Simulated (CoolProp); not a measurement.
Vapour-liquid equilibrium of R114 (1) + n-hexane (2) at 0.991 bar; x and y are mole fractions of (1).

Computed with CoolProp (multi-fluid Helmholtz-energy mixture model, Platzer 1990 and Thol 2019; pair parameters Bell 2016). This equation is an older, rougher fit; its heat capacities, sound speeds and derivatives of the liquid may be far off and weren't checked against measurements.

```tsv
x	bubble temperature, mixture model (K)	bubble temperature, Raoult's law (K)	y, mixture model	y, Raoult's law
0.05	328.1	332.4	0.372	0.287
0.2	305.4	313.7	0.765	0.693
0.35	294.7	301.7	0.872	0.846
0.5	288.5	293.2	0.918	0.918
0.65	…	286.7	0.947	0.958
0.8	…	281.6	…	0.981
0.95	277.3	277.4	…	0.996
```

Question: Some entries are withheld; supply them.

Answer: 
- 0.65, bubble temperature, mixture model (K): 284.2
- 0.8, bubble temperature, mixture model (K): 280.6
- 0.8, y, mixture model: 0.970
- 0.95, y, mixture model: 0.992

The largest gap from Raoult's law is -8.3 K in bubble temperature, at x = 0.2. No azeotrope shows between x = 0.05 and 0.95.

The pair parameters rest on a limited set of measurements; away from them the model extrapolates.
